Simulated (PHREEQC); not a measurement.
Dissolve 0.0075 mol AlCl3 and 0.063 mol BaBr2 per kg of water at 25 °C. Closed to the air; pH follows from the charge balance.

Equilibrium calculation in PHREEQC: ion-association model, wateq4f.dat.

Problem. The ionic strength comes out as 0.234 mol/kgw. What activity coefficients do Br-, Ba+2, AlOH+2, H+, Al+3 get?

Solution. Br- 0.74, Ba+2 0.28, AlOH+2 0.29, H+ 0.79, Al+3 0.12.

No solid was allowed to form. Saturation is exceeded, for instance for Gibbsite (slow to form); the values hold only as long as no solid forms.
